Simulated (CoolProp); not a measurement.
Vapour-liquid equilibrium of R114 (1) + n-heptane (2) at 309.9 K; x and y are mole fractions of (1).

Computed with CoolProp (multi-fluid Helmholtz-energy mixture model, Platzer 1990 and Span 2003; pair parameters Bell 2016). This equation is an older, rougher fit; its heat capacities, sound speeds and derivatives of the liquid may be far off and weren't checked against measurements.

Problem. Give the bubble pressure and the first vapour's composition at x = 0.15, 0.45, 0.75. Is there an azeotrope?

Solution. x = 0.15: 0.07790 MPa, y = 0.878; x = 0.45: 0.1759 MPa, y = 0.959; x = 0.75: 0.2435 MPa, y = 0.981. No azeotrope shows between x = 0.05 and 0.95.

The pair parameters rest on a limited set of measurements; away from them the model extrapolates.
